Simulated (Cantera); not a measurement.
**Adiabatic ignition**

An adiabatic, constant-volume homogeneous reactor starts with 6.65 % CH₄, 18.8 % O₂, 70.5 % N₂, 4.06 % H₂O, at 975 K and 5.00 bar.

Cantera simulation using GRI-Mech 3.0 (53 species, 325 reactions); the numbers are that mechanism's predictions, not measurements. Below about 1000 K GRI-Mech 3.0 lacks low-temperature oxidation paths.

```json
[
 {"t (s)": "8.00e-6", "T (K)": "975", "P (bar)": "5.00", "x CH₄": "0.0665", "x O₂": "0.188", "x H₂O": "0.0406", "x CO₂": "<1e-12", "x CH₂": "<1e-12"},
 {"t (s)": "1.83e-5", "T (K)": "975", "P (bar)": "5.00", "x CH₄": "0.0665", "x O₂": "0.188", "x H₂O": "0.0406", "x CO₂": "<1e-12", "x CH₂": "<1e-12"},
 {"t (s)": "4.20e-5", "T (K)": "975", "P (bar)": "5.00", "x CH₄": "0.0665", "x O₂": "0.188", "x H₂O": "0.0406", "x CO₂": "<1e-12", "x CH₂": "<1e-12"},
 {"t (s)": "9.61e-5", "T (K)": "975", "P (bar)": "5.00", "x CH₄": "0.0665", "x O₂": "0.188", "x H₂O": "0.0406", "x CO₂": "<1e-12", "x CH₂": "<1e-12"},
 {"t (s)": "0.000220", "T (K)": "975", "P (bar)": "5.00", "x CH₄": "0.0665", "x O₂": "0.188", "x H₂O": "0.0406", "x CO₂": "<1e-12", "x CH₂": "<1e-12"},
 {"t (s)": "0.000504", "T (K)": "975", "P (bar)": "5.00", "x CH₄": "0.0665", "x O₂": "0.188", "x H₂O": "0.0406", "x CO₂": "<1e-12", "x CH₂": "<1e-12"},
 {"t (s)": "0.00115", "T (K)": "975", "P (bar)": "5.00", "x CH₄": "0.0665", "x O₂": "0.188", "x H₂O": "0.0406", "x CO₂": "<1e-12", "x CH₂": "<1e-12"},
 {"t (s)": "0.00264", "T (K)": "975", "P (bar)": "5.00", "x CH₄": "0.0665", "x O₂": "0.188", "x H₂O": "0.0406", "x CO₂": "<1e-12", "x CH₂": "<1e-12"},
 {"t (s)": "0.00605", "T (K)": "975", "P (bar)": "5.00", "x CH₄": "0.0665", "x O₂": "0.188", "x H₂O": "0.0406", "x CO₂": "4.81e-12", "x CH₂": "<1e-12"},
 {"t (s)": "0.0139", "T (K)": "975", "P (bar)": "5.00", "x CH₄": "0.0665", "x O₂": "0.188", "x H₂O": "0.0406", "x CO₂": "5.27e-11", "x CH₂": "<1e-12"},
 {"t (s)": "0.0317", "T (K)": "975", "P (bar)": "5.00", "x CH₄": "0.0665", "x O₂": "0.188", "x H₂O": "0.0406", "x CO₂": "2.90e-10", "x CH₂": "<1e-12"},
 {"t (s)": "0.0727", "T (K)": "975", "P (bar)": "5.00", "x CH₄": "0.0665", "x O₂": "0.188", "x H₂O": "0.0406", "x CO₂": "2.01e-9", "x CH₂": "<1e-12"},
 {"t (s)": "0.167", "T (K)": "978", "P (bar)": "5.01", "x CH₄": "0.0662", "x O₂": "0.187", "x H₂O": "0.0409", "x CO₂": "9.57e-8", "x CH₂": "<1e-12"},
 {"t (s)": "0.381", "T (K)": "2557", "P (bar)": "13.2", "x CH₄": "<1e-12", "x O₂": "0.0487", "x H₂O": "0.167", "x CO₂": "0.0623", "x CH₂": "<1e-12"},
 {"t (s)": "0.873", "T (K)": "2557", "P (bar)": "13.2", "x CH₄": "<1e-12", "x O₂": "0.0487", "x H₂O": "0.167", "x CO₂": "0.0623", "x CH₂": "<1e-12"},
 {"t (s)": "2.00", "T (K)": "2557", "P (bar)": "13.2", "x CH₄": "<1e-12", "x O₂": "0.0487", "x H₂O": "0.167", "x CO₂": "0.0623", "x CH₂": "<1e-12"}
]
```
x: mole fraction; the columns are a selection and need not sum to one.

```
Quantity                                                          Result
---------------------------------  -------------------------------------
time of steepest temperature rise                                0.241 s
temperature at 2.00 s                                             2557 K
equilibrium temperature                                           2557 K
x(CH₄) at 2.00 s                   <1e-12 (gas-phase equilibrium <1e-12)
x(O₂) at 2.00 s                    0.0487 (gas-phase equilibrium 0.0487)
x(H₂O) at 2.00 s                     0.167 (gas-phase equilibrium 0.167)
```
